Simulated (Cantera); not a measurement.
A perfectly stirred reactor is fed with 0.199 % CO, 0.209 % O2, 0.0309 % H2O, 99.6 % N2, equivalence ratio 0.48, at 10.0 bar; it is held at 1273 K, and followed from long to short residence time.

Detailed kinetics in Cantera: GRI-Mech 3.0 (53 species, 325 reactions).

Question: Predict: x(CO) at τ = 3.10 s; x(O2) at τ = 3.10 s; x(H2O) at τ = 3.10 s; x(OH) at τ = 3.10 s; x(NO) at τ = 3.10 s; x(CO) at τ = 36.0 ms; x(O2) at τ = 36.0 ms; x(H2O) at τ = 36.0 ms; x(OH) at τ = 36.0 ms; x(NO) at τ = 36.0 ms.

Answer: 
```json
{
 "x(CO) at τ = 3.10 s": "4.29e-5",
 "x(O2) at τ = 3.10 s": "0.00112",
 "x(H2O) at τ = 3.10 s": "0.000308",
 "x(OH) at τ = 3.10 s": "5.18e-7",
 "x(NO) at τ = 3.10 s": "7.00e-7",
 "x(CO) at τ = 36.0 ms": "0.00119",
 "x(O2) at τ = 36.0 ms": "0.00169",
 "x(H2O) at τ = 36.0 ms": "0.000305",
 "x(OH) at τ = 36.0 ms": "5.74e-7",
 "x(NO) at τ = 36.0 ms": "1.03e-7"
}
```
